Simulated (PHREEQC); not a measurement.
Consider water at 25 °C with 0.018 mol KH2PO4, 0.00048 mol Na2SO4 and 7.6e-05 mol NaCl per kg of water. Closed to the air; pH follows from the charge balance.

Computed with PHREEQC (ion-association model, phreeqc.dat).

```tsv
quantity	before	after
pH	4.65	7.00
ionic strength (mol/kgw)	0.0196	0.00151
NaSO4- (mol/kgw)	1.35e-6	2.08e-6
HSO4- (mol/kgw)	6.44e-7	4.04e-9
```

Q: Name the change that produced these shifts.
(A) NaCl replaced by Na2S at the same molality
(B) temperature from 25 to 40 °C
(C) 0.0008 mol/kgw H4SiO4 added
(D) KH2PO4 left out
(E) KH2PO4 replaced by KBr at the same molality

A: D, KH2PO4 left out

Precipitation was switched off in this run.
